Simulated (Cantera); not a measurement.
Feed: 1 mol Pb, 0.005 mol O₂, 160 mol N₂, equilibrated at 13.5 Torr.

These are equilibrium values from Cantera (NASA tables, ideal gas, pure condensed phases), not measurements of a reactor. Candidate condensed phases: Pb, PbO, PbO₂, Pb₃O₄; 12 gas species. Rates play no part.

x: gas mole fraction; n: condensed amount in mol.

```json
[
 {"T (°C)": "400", "x N₂": "1.00", "x Pb": "1.70e-8", "x PbO": "1.31e-12", "x NO": "<1e-12", "n Pb(l)": "0.990", "n PbO(red)": "0.0100", "n PbO(yellow)": "0"},
 {"T (°C)": "500", "x N₂": "1.000", "x Pb": "[?]", "x PbO": "[?]", "x NO": "<1e-12", "n Pb(l)": "0.990", "n PbO(red)": "0", "n PbO(yellow)": "0.01000"},
 {"T (°C)": "600", "x N₂": "1.000", "x Pb": "[?]", "x PbO": "[?]", "x NO": "[?]", "n Pb(l)": "0.984", "n PbO(red)": "0", "n PbO(yellow)": "0.00998"},
 {"T (°C)": "700", "x N₂": "1.000", "x Pb": "0.000486", "x PbO": "6.72e-6", "x NO": "1.21e-10", "n Pb(l)": "0.912", "n PbO(red)": "0", "n PbO(yellow)": "0.00892"},
 {"T (°C)": "800", "x N₂": "0.996", "x Pb": "0.00406", "x PbO": "6.22e-5", "x NO": "1.64e-9", "n Pb(l)": "0.338", "n PbO(red)": "0", "n PbO(yellow)": "0"},
 {"T (°C)": "900", "x N₂": "0.994", "x Pb": "0.00615", "x PbO": "6.21e-5", "x NO": "8.60e-9", "n Pb(l)": "0", "n PbO(red)": "0", "n PbO(yellow)": "0"},
 {"T (°C)": "1000", "x N₂": "0.994", "x Pb": "0.00615", "x PbO": "6.21e-5", "x NO": "4.96e-8", "n Pb(l)": "0", "n PbO(red)": "0", "n PbO(yellow)": "0"},
 {"T (°C)": "1100", "x N₂": "0.994", "x Pb": "0.00615", "x PbO": "6.18e-5", "x NO": "2.21e-7", "n Pb(l)": "0", "n PbO(red)": "0", "n PbO(yellow)": "0"},
 {"T (°C)": "1200", "x N₂": "0.994", "x Pb": "0.00615", "x PbO": "6.11e-5", "x NO": "7.98e-7", "n Pb(l)": "0", "n PbO(red)": "0", "n PbO(yellow)": "0"},
 {"T (°C)": "1300", "x N₂": "0.994", "x Pb": "0.00615", "x PbO": "5.90e-5", "x NO": "2.39e-6", "n Pb(l)": "0", "n PbO(red)": "0", "n PbO(yellow)": "0"},
 {"T (°C)": "1400", "x N₂": "0.994", "x Pb": "0.00616", "x PbO": "5.42e-5", "x NO": "5.95e-6", "n Pb(l)": "0", "n PbO(red)": "0", "n PbO(yellow)": "0"},
 {"T (°C)": "1500", "x N₂": "0.994", "x Pb": "0.00617", "x PbO": "4.56e-5", "x NO": "1.21e-5", "n Pb(l)": "0", "n PbO(red)": "0", "n PbO(yellow)": "0"},
 {"T (°C)": "1600", "x N₂": "0.994", "x Pb": "0.00618", "x PbO": "3.43e-5", "x NO": "2.02e-5", "n Pb(l)": "0", "n PbO(red)": "0", "n PbO(yellow)": "0"},
 {"T (°C)": "1700", "x N₂": "0.994", "x Pb": "0.00619", "x PbO": "2.31e-5", "x NO": "2.76e-5", "n Pb(l)": "0", "n PbO(red)": "0", "n PbO(yellow)": "0"}
]
```

What belongs in the gaps?


- 500, x Pb: 1.28e-6
- 500, x PbO: 8.91e-10
- 600, x Pb: 3.53e-5
- 600, x PbO: 1.31e-7
- 600, x NO: 1.50e-12
